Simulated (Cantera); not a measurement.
**Tantalum, niobium, vanadium and zirconium in process gases: Ta + CH4 + H2**

Input: 1 mol Ta, 0.31 mol CH4, a varied amount of H2, at 2502 °C and 3.80 Pa.

Method: chemical equilibrium by Gibbs-energy minimisation in Cantera with the NASA 1993 tables (ideal gas, pure condensed phases). Candidate condensed phases: C, C6H6, C7H8, C8H18, Ta, TaC; 77 gas species. Mutual solubility and eutectic melting of coexisting phases are not modelled. TaC: taken at fixed stoichiometry. Condensed phases not in the tables: Ta2C, N, O or C dissolved in the metal. Kinetics and transport are ignored.

From 58 mol H2 to 370 mol H2 the condensed part is Ta(s) + TaC(s). At 460 mol H2 the condensed part is TaC(s). The main Ta-bearing gas is Ta throughout. The share of Ta in condensed phases is highest at 58 mol H2 (86.6 %) and lowest at 460 mol H2 (1.8 %).

```csv
n(H2) (mol),x H,x H2,x Ta,x C,x C2,x CH,x C2H,x C3,n Ta(s),n TaC(s)
58,0.992,0.00667,0.00115,0.000296,3.00e-7,1.00e-7,1.87e-8,6.97e-9,0.591,0.275
72,0.992,0.00667,0.00115,0.000296,3.00e-7,1.00e-7,1.87e-8,6.97e-9,0.567,0.267
88,0.992,0.00667,0.00115,0.000296,3.00e-7,1.00e-7,1.87e-8,6.97e-9,0.540,0.258
110,0.992,0.00667,0.00115,0.000296,3.00e-7,1.00e-7,1.87e-8,6.97e-9,0.503,0.245
130,0.992,0.00667,0.00115,0.000296,3.00e-7,1.00e-7,1.87e-8,6.97e-9,0.469,0.233
160,0.992,0.00667,0.00115,0.000296,3.00e-7,1.00e-7,1.87e-8,6.97e-9,0.418,0.215
200,0.992,0.00667,0.00115,0.000296,3.00e-7,1.00e-7,1.87e-8,6.97e-9,0.350,0.191
250,0.992,0.00667,0.00115,0.000296,3.00e-7,1.00e-7,1.87e-8,6.97e-9,0.265,0.162
300,0.992,0.00667,0.00115,0.000296,3.00e-7,1.00e-7,1.87e-8,6.97e-9,0.181,0.132
370,0.992,0.00667,0.00115,0.000296,3.00e-7,1.00e-7,1.87e-8,6.97e-9,0.0622,0.0908
460,0.992,0.00667,0.00107,0.000318,3.45e-7,1.07e-7,2.15e-8,8.58e-9,0,0.0180
```
x: gas mole fraction; n: condensed amount in mol.
